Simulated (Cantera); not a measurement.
Cantera run:

```python
import numpy as np
import cantera as ct

gas_names = """
    Cr CrN CrO CrO2 CrO3 H HNO HNO2 HNO3 HO2 H2 H2O H2O2 N NH NH2 NH3 NH2OH NO NO2 NO3 N2 N2H2 N2H4 N2O
    O OH O2 O3
""".split()
cond_names = """
    Cr(cr) Cr(L) CrN(s) Cr2N(s) Cr2O3(s) Cr2O3(L) H2O(s) H2O(L)
""".split()


# ... load() reads the species with a 1 bar reference pressure and builds the phases ...
atoms = {
    'Cr': {'Cr': 1},
    'NH3': {'N': 1, 'H': 3},
    'N2O': {'N': 2, 'O': 1},
}
top_T = {'CrN(s)': 1900, 'Cr2N(s)': 1900}  # K; cautious upper limits of use, not melting points


# ... equilibrate(T, P, feed) seeds the gas with the atoms and calls Mixture.equilibrate('TP', solver="vcs", rtol=1e-11, max_steps=5000) ...
results = []
feed = {'Cr': 1, 'NH3': 0.69, 'N2O': 0.43}  # mol
for P in [0.1, 0.5, 2.5, 13, 63, 320, 1600, 7900, 40000, 200000, 1000000]:
    for T in [1350, 1400, 1450, 1500, 1550, 1600, 1650, 1700, 1750, 1800]:
        mix = equilibrate(T, P, feed)
        results.append((T, P, feed, dict(zip(mix.species_names, mix.species_moles))))

for T, P, feed, n in results:
    print(f"{T:7g} {P:10.4g}  " + (" + ".join(c for c in cond_names if n.get(c, 0) > 1e-12) or "gas only"))
```

Output:

```
   1350        0.1  Cr(cr) + Cr2O3(s)
   1400        0.1  Cr(cr) + Cr2O3(s)
   1450        0.1  Cr(cr) + Cr2O3(s)
   1500        0.1  Cr2O3(s)
   1550        0.1  Cr2O3(s)
   1600        0.1  Cr2O3(s)
   1650        0.1  Cr2O3(s)
   1700        0.1  Cr2O3(s)
   1750        0.1  Cr2O3(s)
   1800        0.1  Cr2O3(s)
   1350        0.5  Cr(cr) + Cr2O3(s)
   1400        0.5  Cr(cr) + Cr2O3(s)
   1450        0.5  Cr(cr) + Cr2O3(s)
   1500        0.5  Cr(cr) + Cr2O3(s)
   1550        0.5  Cr2O3(s)
   1600        0.5  Cr2O3(s)
   1650        0.5  Cr2O3(s)
   1700        0.5  Cr2O3(s)
   1750        0.5  Cr2O3(s)
   1800        0.5  Cr2O3(s)
   1350        2.5  Cr(cr) + Cr2O3(s)
   1400        2.5  Cr(cr) + Cr2O3(s)
   1450        2.5  Cr(cr) + Cr2O3(s)
   1500        2.5  Cr(cr) + Cr2O3(s)
   1550        2.5  Cr(cr) + Cr2O3(s)
   1600        2.5  Cr(cr) + Cr2O3(s)
   1650        2.5  Cr2O3(s)
   1700        2.5  Cr2O3(s)
   1750        2.5  Cr2O3(s)
   1800        2.5  Cr2O3(s)
   1350         13  Cr(cr) + Cr2O3(s)
   1400         13  Cr(cr) + Cr2O3(s)
   1450         13  Cr(cr) + Cr2O3(s)
   1500         13  Cr(cr) + Cr2O3(s)
   1550         13  Cr(cr) + Cr2O3(s)
   1600         13  Cr(cr) + Cr2O3(s)
   1650         13  Cr(cr) + Cr2O3(s)
   1700         13  Cr(cr) + Cr2O3(s)
   1750         13  Cr2O3(s)
   1800         13  Cr2O3(s)
   1350         63  Cr(cr) + Cr2O3(s)
   1400         63  Cr(cr) + Cr2O3(s)
   1450         63  Cr(cr) + Cr2O3(s)
   1500         63  Cr(cr) + Cr2O3(s)
   1550         63  Cr(cr) + Cr2O3(s)
   1600         63  Cr(cr) + Cr2O3(s)
   1650         63  Cr(cr) + Cr2O3(s)
   1700         63  Cr(cr) + Cr2O3(s)
   1750         63  Cr(cr) + Cr2O3(s)
   1800         63  Cr(cr) + Cr2O3(s)
   1350        320  Cr(cr) + Cr2O3(s)
   1400        320  Cr(cr) + Cr2O3(s)
   1450        320  Cr(cr) + Cr2O3(s)
   1500        320  Cr(cr) + Cr2O3(s)
   1550        320  Cr(cr) + Cr2O3(s)
   1600        320  Cr(cr) + Cr2O3(s)
   1650        320  Cr(cr) + Cr2O3(s)
   1700        320  Cr(cr) + Cr2O3(s)
   1750        320  Cr(cr) + Cr2O3(s)
   1800        320  Cr(cr) + Cr2O3(s)
   1350       1600  Cr(cr) + Cr2N(s) + Cr2O3(s)
   1400       1600  Cr(cr) + Cr2O3(s)
   1450       1600  Cr(cr) + Cr2O3(s)
   1500       1600  Cr(cr) + Cr2O3(s)
   1550       1600  Cr(cr) + Cr2O3(s)
   1600       1600  Cr(cr) + Cr2O3(s)
   1650       1600  Cr(cr) + Cr2O3(s)
   1700       1600  Cr(cr) + Cr2O3(s)
   1750       1600  Cr(cr) + Cr2O3(s)
   1800       1600  Cr(cr) + Cr2O3(s)
   1350       7900  Cr2N(s) + Cr2O3(s)
   1400       7900  Cr2N(s) + Cr2O3(s)
   1450       7900  Cr2N(s) + Cr2O3(s)
   1500       7900  Cr(cr) + Cr2O3(s)
   1550       7900  Cr(cr) + Cr2O3(s)
   1600       7900  Cr(cr) + Cr2O3(s)
   1650       7900  Cr(cr) + Cr2O3(s)
   1700       7900  Cr(cr) + Cr2O3(s)
   1750       7900  Cr(cr) + Cr2O3(s)
   1800       7900  Cr(cr) + Cr2O3(s)
   1350      4e+04  Cr2N(s) + Cr2O3(s)
   1400      4e+04  Cr2N(s) + Cr2O3(s)
   1450      4e+04  Cr2N(s) + Cr2O3(s)
   1500      4e+04  Cr2N(s) + Cr2O3(s)
   1550      4e+04  Cr2N(s) + Cr2O3(s)
   1600      4e+04  Cr(cr) + Cr2N(s) + Cr2O3(s)
   1650      4e+04  Cr(cr) + Cr2O3(s)
   1700      4e+04  Cr(cr) + Cr2O3(s)
   1750      4e+04  Cr(cr) + Cr2O3(s)
   1800      4e+04  Cr(cr) + Cr2O3(s)
   1350      2e+05  Cr2N(s) + Cr2O3(s)
   1400      2e+05  Cr2N(s) + Cr2O3(s)
   1450      2e+05  Cr2N(s) + Cr2O3(s)
   1500      2e+05  Cr2N(s) + Cr2O3(s)
   1550      2e+05  Cr2N(s) + Cr2O3(s)
   1600      2e+05  Cr2N(s) + Cr2O3(s)
   1650      2e+05  Cr2N(s) + Cr2O3(s)
   1700      2e+05  Cr2N(s) + Cr2O3(s)
   1750      2e+05  Cr2N(s) + Cr2O3(s)
   1800      2e+05  Cr(cr) + Cr2O3(s)
   1350      1e+06  CrN(s) + Cr2O3(s)
   1400      1e+06  CrN(s) + Cr2O3(s)
   1450      1e+06  CrN(s) + Cr2N(s) + Cr2O3(s)
   1500      1e+06  Cr2N(s) + Cr2O3(s)
   1550      1e+06  Cr2N(s) + Cr2O3(s)
   1600      1e+06  Cr2N(s) + Cr2O3(s)
   1650      1e+06  Cr2N(s) + Cr2O3(s)
   1700      1e+06  Cr2N(s) + Cr2O3(s)
   1750      1e+06  Cr2N(s) + Cr2O3(s)
   1800      1e+06  Cr2N(s) + Cr2O3(s)
```

These are equilibrium values from Cantera (NASA tables, ideal gas, pure condensed phases), not measurements of a reactor. Mutual solubility and eutectic melting of coexisting phases are not modelled.
